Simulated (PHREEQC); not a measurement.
Dissolve 0.028 mol/kgw Na2SeO4, 0.069 mol/kgw HCl and 0.014 mol/kgw NaCl at 25 °C. Closed to the air; pH follows from the charge balance.

Model: ion-association model, wateq4f.dat, run in PHREEQC.

Each row changes one thing in this solution. This is a speciation only: nothing precipitates in the calculation.

| case | pH | ionic strength (mol/kgw) | SeO4-2 (mol/kgw) | HSeO4- (mol/kgw) | SI of Halite (NaCl) |
|---|---|---|---|---|---|
| as made | 1.34 | 0.140 | 0.0146 | 0.0134 | -4.07 |
| 0.017 mol/kgw KCl added | ? | 0.158 | 0.0148 | 0.0132 | ? |
| HCl from 0.069 to 0.69 mol/kgw | ? | 0.737 | 0.00260 | 0.0254 | -3.25 |
| diluted 2-fold with water | 1.61 | 0.0733 | 0.00889 | 0.00511 | -4.62 |
| diluted 10-fold with water | ? | 0.0158 | 0.00237 | 0.000431 | ? |

Question: Fill in the missing entries.

Answer: 
- 0.017 mol/kgw KCl added, pH: 1.35
- 0.017 mol/kgw KCl added, SI of Halite (NaCl): -3.99
- HCl from 0.069 to 0.69 mol/kgw, pH: 0.30
- diluted 10-fold with water, pH: 2.24
- diluted 10-fold with water, SI of Halite (NaCl): -5.93

The ionic strength passes 0.7 mol/kgw, the rough limit of the ion-association models, in HCl from 0.069 to 0.69 mol/kgw. Complexes and solids missing from the database can't appear.
